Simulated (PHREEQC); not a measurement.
# Silver or lead bath: an equilibrium model

Consider water at 75 °C with 0.018 mol/kgw AgNO3, 0.003 mol/kgw HNO3 and 0.048 mol/kgw Zn(NO3)2. Closed to the air; pH follows from the charge balance.

Computed with PHREEQC (ion-association model, wateq4f.dat).

No solid was allowed to form.

Q: Predict the pH.

A: pH 2.62.

Q: In which forms is Ag present?

A: Ag+ 97 %, AgNO3 2.8 % of the Ag.

At this temperature some constants are extrapolated from 25 °C, and those without enthalpy data are left unchanged.
